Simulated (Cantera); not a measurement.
Charge: 1 mol Fe(CO)₅, a varied amount of H₂, at 75.0 Torr.

These are equilibrium values from Cantera (NASA tables, ideal gas, pure condensed phases), not measurements of a reactor. Candidate condensed phases: C, C₆H₆, C₇H₈, C₈H₁₈, Fe, Fe(CO)₅, FeO, Fe(OH)₂, Fe(OH)₃, Fe₂O₃, Fe₃O₄, H₂O; 114 gas species. Condensed phases not in the tables: cementite and carbon dissolved in iron. Rates play no part.

Q: What condenses at these points (T in K, n(H₂) in mol): (1125, 31); (1100, 31); (1150, 43); (1000, 3.6); (1000, 15)?

A: 
```
T (K)  n(H₂) in mol  condensed phases  Fe condensed (%)
-----  ------------  ----------------  ----------------
1125             31                Fe             100.0
1100             31                Fe             100.0
1150             43                Fe             100.0
1000            3.6            C + Fe             100.0
1000             15            C + Fe             100.0
```
